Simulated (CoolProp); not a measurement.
Vapour pressure (MPa) of toluene: the reference equation beside estimates from Tc = 591.7 K, pc = 4.126 MPa, ω = 0.266.

Model: reference Helmholtz-energy equation of state, Lemmon 2006, in CoolProp. It is a short technical equation, of lower accuracy than the large ones.

| T (K) | reference | Lee-Kesler | van der Waals | Redlich-Kwong | Soave-Redlich-Kwong | Peng-Robinson |
|---|---|---|---|---|---|---|
| 394.3 | 0.1355 | 0.1345 | 0.6401 | 0.2346 | 0.1346 | 0.1350 |
| 407.2 | 0.1887 | 0.1883 | 0.7576 | 0.3118 | 0.1882 | 0.1880 |
| 420.2 | 0.2574 | 0.2579 | 0.8895 | 0.4067 | 0.2577 | 0.2565 |
| 433.1 | 0.3431 | 0.3449 | 1.034 | 0.5198 | 0.3448 | 0.3421 |
| 446.1 | 0.4498 | 0.4533 | 1.195 | 0.6547 | 0.4536 | 0.4491 |
| 459 | 0.5787 | 0.5841 | 1.369 | 0.8113 | 0.5856 | 0.5788 |
| 472 | 0.7349 | 0.7425 | 1.560 | 0.9936 | 0.7458 | 0.7364 |
| 484.9 | 0.9192 | 0.9289 | 1.766 | 1.201 | 0.9351 | 0.9228 |
| 497.9 | 1.138 | 1.150 | 1.990 | 1.438 | 1.160 | 1.144 |
| 510.8 | 1.391 | 1.404 | 2.228 | 1.702 | 1.420 | 1.402 |
| 523.8 | 1.687 | 1.702 | 2.486 | 2.000 | 1.723 | 1.703 |

Absolute difference from the reference over all 11 rows, mean and median: Lee-Kesler 0.8 and 0.9 %, van der Waals 164.5 and 136.6 %, Redlich-Kwong 42.4 and 40.2 %, Soave-Redlich-Kwong 1.2 and 1.2 %, Peng-Robinson 0.4 and 0.4 %.
